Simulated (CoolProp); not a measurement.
Vapour-liquid equilibrium of ethanol (1) + benzene (2) at 139.55 °C; x and y are mole fractions of (1).

Computed with CoolProp (multi-fluid Helmholtz-energy mixture model, Schroeder 2014 and Thol 2012; pair parameters Bell 2016).

```
x     bubble pressure (bar)  y at the bubble point  dew pressure at overall composition x (bar)  liquid density (mol/L)
----  ---------------------  ---------------------  -------------------------------------------  ----------------------
0.05                  5.588                  0.184                                        4.899                   9.609
0.2                   7.164                  0.418                                        5.679                   9.970
0.35                  7.817                  0.512                                        6.663                   10.45
0.5                   8.110                  0.577                                        7.744                   11.07
0.65                  8.213                  0.651                                        8.213                   11.86
0.8                   8.086                  0.761                                        8.002                   12.83
0.95                  7.665                  0.930                                        7.610                   14.00
```

y crosses x between x = 0.65 and 0.8: the model has an azeotrope there.

The pair parameters rest on a limited set of measurements; away from them the model extrapolates.
